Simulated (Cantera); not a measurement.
A counterflow diffusion flame at 750 Torr, nozzles 20 mm apart: fuel side CH4 : C2H6 = 1 : 0.54 (molar parts) at 600 K, oxidiser side O2 : N2 = 0.17 : 0.83 (molar parts) at 550 K, fuel mass flux 0.73 times the oxidiser's; mixture-averaged transport, no radiation.

Model: GRI-Mech 3.0 (53 species, 325 reactions), integrated in Cantera. GRI-Mech 3.0 has no aromatics or soot, which form on the fuel side of real flames. The maximum strain rate includes the flame's own expansion and is several times the mean.

x: mole fraction; the columns are a selection and need not sum to one.

| oxidiser flux (kg/m²/s) | max strain (1/s) | mean strain (1/s) | T max (K) | peak x OH | peak x H | peak x NO | peak x CO | peak x C2H2 |
|---|---|---|---|---|---|---|---|---|
| 0.25 | … | 41.6 | 1962 | 0.00522 | 0.00335 | 0.000171 | 0.0399 | 0.0199 |
| 0.31 | … | 51.6 | 1950 | 0.00520 | 0.00347 | 0.000160 | 0.0400 | 0.0190 |
| 0.37 | … | 61.6 | 1941 | 0.00518 | 0.00357 | 0.000151 | 0.0402 | 0.0182 |
| 0.46 | … | 76.6 | 1931 | 0.00514 | 0.00369 | 0.000139 | 0.0405 | 0.0173 |
| 0.56 | … | 93.3 | 1921 | 0.00509 | 0.00380 | 0.000127 | 0.0409 | 0.0165 |
| 0.68 | … | 113 | 1910 | 0.00501 | 0.00387 | 0.000115 | 0.0413 | 0.0156 |
| 0.83 | … | 138 | 1898 | 0.00491 | 0.00394 | 0.000102 | 0.0418 | 0.0146 |
| 1 | … | 167 | 1884 | 0.00477 | 0.00396 | 8.85e-5 | 0.0423 | 0.0136 |
| 1.2 | … | 200 | 1870 | 0.00461 | 0.00396 | 7.54e-5 | 0.0429 | 0.0126 |
| 1.5 | … | 250 | 1849 | 0.00435 | 0.00390 | 5.91e-5 | 0.0438 | 0.0112 |

Question: Fill in the missing entries.

Answer: 
- 0.25, max strain (1/s): 177
- 0.31, max strain (1/s): 215
- 0.37, max strain (1/s): 253
- 0.46, max strain (1/s): 310
- 0.56, max strain (1/s): 372
- 0.68, max strain (1/s): 446
- 0.83, max strain (1/s): 536
- 1, max strain (1/s): 636
- 1.2, max strain (1/s): 752
- 1.5, max strain (1/s): 922
